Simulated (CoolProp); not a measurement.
Vapour-liquid equilibrium of n-heptane (1) + o-xylene (2) at 20.2 kPa; x and y are mole fractions of (1).

The numbers come from the multi-fluid Helmholtz-energy mixture model, Span 2003 and Zhou 2012; pair parameters Bell 2016 in CoolProp.

```csv
x,"bubble temperature, mixture model (K)","bubble temperature, Raoult's law (K)","y, mixture model","y, Raoult's law"
0.05,359.5,361.3,0.236,0.184
0.2,347.6,351.4,0.587,0.532
0.35,340.6,343.9,0.741,0.720
0.5,335.7,338.0,0.830,0.833
0.65,331.9,333.2,0.892,0.905
0.8,328.6,329.2,0.942,0.955
0.95,325.7,325.8,0.986,0.990
```

The largest gap from Raoult's law is -3.8 K in bubble temperature, at x = 0.2. No azeotrope shows between x = 0.05 and 0.95.

Pair parameters are fitted to limited data, so mixtures are less certain than the pure fluids.
